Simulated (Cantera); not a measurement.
Ignition delay

Mixture: 12.7 % CH4, 1.19 % C2H6, 0.913 % C3H8, 18.9 % O2, 66.3 % N2, at 233 Torr, adiabatic and at constant pressure. Ignition delay is the time to a rise of 400 K.

Computed with Cantera and GRI-Mech 3.0 (53 species, 325 reactions).

```tsv
T0 (K)	delay (ms)
1173	19.1
1248	6.35
1323	2.40
1398	1.04
1473	0.514
1548	0.286
1623	0.175
```

| Property | Result |
|---|---|
| apparent activation energy between 1473 and 1623 K | 140 kJ/mol |
